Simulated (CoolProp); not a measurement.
Aqueous sodium chloride as a coolant, 21 % by mass, freezing at -17.7 °C, 1 atm.

Values from CoolProp's Melinder's fits for secondary coolants.

```tsv
T (°C)	viscosity (mPa s)	conductivity (W/(m K))	density (kg/m³)	cp (kJ/(kg K))
-13.4	4.53	0.527	1170	3.334
-5.4	3.35	0.539	1167	3.349
2.6	2.56	0.551	1164	3.363
10.5	2.02	0.562	1160	3.374
18.5	1.64	0.575	1156	3.383
26.5	1.37	0.587	1153	3.391
34.5	1.18	0.599	1149	3.396
```
